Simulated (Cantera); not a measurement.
A perfectly stirred reactor is fed with CH4 : CO2 : H2 = 1 : 3.2 : 0.35 (molar parts), at 100.0 Torr; it is held at 1525 K, and followed from long to short residence time.

Cantera simulation using GRI-Mech 3.0 (53 species, 325 reactions); the numbers are that mechanism's predictions, not measurements.

Question: What does this change do: temperature 1525 to 2075 K?

Answer: 
```json
[
 {"quantity": "x(CH4) at τ = 1.30 s", "before": "0.105", "after": "0.000306"},
 {"quantity": "x(CO2) at τ = 1.30 s", "before": "0.492", "after": "0.135"},
 {"quantity": "x(H2) at τ = 1.30 s", "before": "0.0777", "after": "0.156"},
 {"quantity": "x(O) at τ = 1.30 s", "before": "1.79e-11", "after": "1.46e-6"},
 {"quantity": "x(HCO) at τ = 1.30 s", "before": "2.94e-9", "after": "6.47e-8"},
 {"quantity": "x(CH4) at τ = 73.0 ms", "before": "0.207", "after": "0.00435"},
 {"quantity": "x(CO2) at τ = 73.0 ms", "before": "0.686", "after": "0.154"},
 {"quantity": "x(H2) at τ = 73.0 ms", "before": "0.0796", "after": "0.146"},
 {"quantity": "x(O) at τ = 73.0 ms", "before": "7.93e-12", "after": "9.95e-7"},
 {"quantity": "x(HCO) at τ = 73.0 ms", "before": "3.40e-9", "after": "4.27e-7"}
]
```
